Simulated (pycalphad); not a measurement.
Freezing of Hf-B alloys with rising B

All values are pycalphad results on the COST 507 light-alloy database (1999) (1 atm), not direct measurements. The database dates from 1999; later assessments differ in places, in temperatures and in the compounds included. Phase fractions are per mole of atoms.

Scheil-Gulliver runs (no diffusion in the solid, steps of 4 K) beside full equilibrium.

```csv
alloy,liquidus (K),"Scheil, half solid (K)","Scheil, 80 % solid (K)","Scheil, invariant end (K)",liquid left at that end,equilibrium solidus (K)
Hf-4.13B (at.%),2431,2352,at the invariant end,2154,0.26,2154
Hf-12.37B (at.%),2239,at the invariant end,at the invariant end,2154,0.81,2154
Hf-16.5B (at.%),___,at the invariant end,at the invariant end,2154,___,2154
Hf-33B (at.%),2827,at the invariant end,at the invariant end,2154,0.60,2154
```

Complete the blanks.


- Hf-16.5B (at.%), liquidus (K): 2202
- Hf-16.5B (at.%), liquid left at that end: 0.96
